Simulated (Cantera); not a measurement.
A Cantera script and what it prints.

```python
import numpy as np
import cantera as ct

gas_names = """
    H2S H
""".split()
cond_names = """
    Ni(cr) Ni(L) NiS2(s) NiS2(L)
""".split()


def load(file, names, dense=False):
    # The tables refer to 1 bar. Condensed volumes are neglected.
    table = {s.name: s for s in ct.Species.list_from_file(file)}
    out = []
    for n in names:
        d = dict(table[n].input_data)
        d["thermo"] = dict(d["thermo"], **{"reference-pressure": 1e5})
        if dense:
            d["equation-of-state"] = {"model": "constant-volume", "density": "1e6 g/cm^3"}
        out.append(ct.Species.from_dict(d))
    return out


species = {s.name: s for s in load("nasa_gas.yaml", gas_names) + load("nasa_condensed.yaml", cond_names)}
# Each term lists the table entries of one substance; the one whose range holds T is used.
reactions = {
    'Ni + 2 H2S(g) = NiS2 + 4 H(g)':
        [(-1, ['Ni(cr)', 'Ni(L)']), (-2, ['H2S']), (1, ['NiS2(s)', 'NiS2(L)']), (4, ['H'])],
}


def pick(names, T):
    return next(species[n] for n in names if species[n].thermo.min_temp <= T <= species[n].thermo.max_temp)


results = []
for label, terms in reactions.items():
    print(label)
    print("     T/K   dH/kJ  dS/(J/K)   dG/kJ   log10 K")
    for T in [1975, 2075, 2175, 2275, 2375, 2475, 2575]:
        used = [(nu, pick(names, T)) for nu, names in terms]
        dH = sum(nu * s.thermo.h(T) for nu, s in used) / 1e6
        dS = sum(nu * s.thermo.s(T) for nu, s in used) / 1e3
        dG = dH - T * dS / 1e3
        logK = -dG * 1e6 / (ct.gas_constant * T * np.log(10))
        results.append((label, T, dH, dS, dG, logK, [s.name for _, s in used]))
        print(f"{T:8g} {dH:8.1f} {dS:8.1f} {dG:8.1f} {logK:8.2f}")
```

Output:

```
Ni + 2 H2S(g) = NiS2 + 4 H(g)
     T/K   dH/kJ  dS/(J/K)   dG/kJ   log10 K
    1975    900.1    218.3    468.9   -12.40
    2075    902.6    219.6    447.0   -11.25
    2175    905.1    220.7    425.0   -10.21
    2275    907.4    221.8    402.9    -9.25
    2375    909.8    222.8    380.6    -8.37
    2475    912.0    223.7    358.3    -7.56
    2575    914.2    224.6    335.9    -6.81
```

Source: NASA polynomial tables (part measured, part estimated), evaluated in Cantera. Condensed species are held in their standard states even where they would react or evaporate.
